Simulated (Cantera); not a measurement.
Charge: 1 mol Fe2O3, 0.3 mol CH4, 6 mol N2, at 2375 K and 225 Torr.

Method: chemical equilibrium by Gibbs-energy minimisation in Cantera with the NASA 1993 tables (ideal gas, pure condensed phases). Candidate condensed phases: C, C6H6, C7H8, C8H18, Fe, Fe(CO)5, FeO, Fe(OH)2, Fe(OH)3, Fe2O3, Fe3O4, H2O; 140 gas species. The tables' stoichiometric FeO is somewhat more stable than real wüstite, so its field is too wide. FeO: taken at fixed stoichiometry. Equilibrium is a limit: real reactors are often held back by kinetics, nucleation or transport.

Base state: N2 0.860, H2O 0.0722, CO2 0.0229, CO 0.0201, H2 0.0109, OH 0.00318, Fe 0.00298, H 0.00268 (mole fractions); condensed: FeO(l).

**Question.** What changes in the equilibrium state with this change: pressure from 225 Torr to 75.0 Torr?

**Answer.** 
```tsv
species	before	after
N2	0.860	0.848
H2O	0.0722	0.0690
CO2	0.0229	0.0221
Fe	0.00298	0.00937
CO	0.0201	0.0204
H2	0.0109	0.0109
FeO	0.000838	0.00251
O	0.000528	0.00151
O2	0.00145	0.00396
FeO(l), mol	1.97	1.92
```

**Question.** What changes in the equilibrium state with this change: Fe2O3 replaced by PbO?

**Answer.** 
```json
[
 {"species": "N2", "before": "0.860", "after": "0.756"},
 {"species": "Pb", "before": "0", "after": "0.118"},
 {"species": "H2O", "before": "0.0722", "after": "0.0595"},
 {"species": "CO2", "before": "0.0229", "after": "0.0163"},
 {"species": "H2", "before": "0.0109", "after": "0.0135"},
 {"species": "CO", "before": "0.0201", "after": "0.0215"},
 {"species": "Fe", "before": "0.00298", "after": "0"},
 {"species": "PbO", "before": "0", "after": "0.00754"},
 {"species": "FeO", "before": "0.000838", "after": "0"},
 {"species": "Fe(OH)2", "before": "0.000115", "after": "0"},
 {"species": "Pb2", "before": "0", "after": "1.09e-5"},
 {"species": "O2", "before": "0.00145", "after": "0.000640"},
 {"species": "FeO(l), mol", "before": "1.97", "after": "0"}
]
```
Gases not in the tables: (PbO)n polymers. Further candidate phases: Pb, PbO, PbO2, Pb3O4.

**Question.** What changes in the equilibrium state with this change: temperature from 2375 K to 1423 K?

**Answer.** 
```
species        before    after
-----------  --------  -------
N2              0.860    0.870
H2O            0.0722   0.0719
CO2            0.0229   0.0295
CO             0.0201   0.0140
H2             0.0109   0.0150
Fe(OH)2      0.000115  5.14e-7
O2            0.00145    <1e-9
FeO          0.000838    <1e-9
FeO(l), mol      1.97        0
FeO(s), mol         0     2.00
```
